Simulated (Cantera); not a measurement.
**Thermodynamics of silicon epitaxy and polysilicon growth, feed SiCl₄ + HCl + H₂**

A closed system holds: 1 mol SiCl₄, 4.1 mol HCl, 16 mol H₂, equilibrated at 0.00130 bar.

Method: chemical equilibrium by Gibbs-energy minimisation in Cantera with the NASA 1993 tables (ideal gas, pure condensed phases). Candidate condensed phases: Si; 19 gas species. The tables' values for SiCl₃, SiCl are old estimates; treat these amounts as uncertain. Equilibrium is a limit: real reactors are often held back by kinetics, nucleation or transport.

From 1073 K to 1673 K nothing is condensed. The main Si-bearing gas is SiCl₄ at 1073 K and SiCl₂ at 1673 K.

```tsv
T (K)	x H₂	x HCl	x SiCl₂	x SiCl₄
1073	0.750	0.203	0.00238	0.0405
1148	0.731	0.222	0.0116	0.0278
1223	0.705	0.249	0.0263	0.0122
1298	0.689	0.265	0.0366	0.00370
1373	0.683	0.272	0.0412	0.000997
1448	0.681	0.274	0.0431	0.000282
1523	0.679	0.275	0.0440	8.79e-5
1598	0.678	0.275	0.0444	3.03e-5
1673	0.677	0.274	0.0445	1.14e-5
```
x: gas mole fraction; nothing condenses.
